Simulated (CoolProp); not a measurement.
Water along the isotherm 88.55 °C: Z from the reference equation and from simpler models built on Tc = 373.9 °C, pc = 220.6 bar, ω = 0.344; each cubic takes its own stable root.

Values from CoolProp's reference Helmholtz-energy equation of state, Wagner 2002.

```csv
p (bar),phase,reference
0.349,gas,0.9940
0.589,gas,0.9897
0.994,liquid,0.0006162
1.68,liquid,0.001041
2.83,liquid,0.001754
4.78,liquid,0.002963
8.06,liquid,0.004995
13.6,liquid,0.008426
23,liquid,0.01424
38.7,liquid,0.02395
65.4,liquid,0.04042
110,liquid,0.06785
```

How far does each simpler model (van der Waals, Soave-Redlich-Kwong, Peng-Robinson) lie from the reference over these 12 states: mean and median of the absolute difference, and the worst?


- van der Waals: mean 30413.1 %, median 106.6 %, worst +161357.3 % at 88.55 °C and 0.994 bar
- Soave-Redlich-Kwong: mean 28.9 %, median 34.6 %, worst +34.9 % at 88.55 °C and 110 bar
- Peng-Robinson: mean 16.4 %, median 19.5 %, worst +19.8 % at 88.55 °C and 110 bar

At some of these states van der Waals gives the other phase, because its saturation line lies elsewhere.
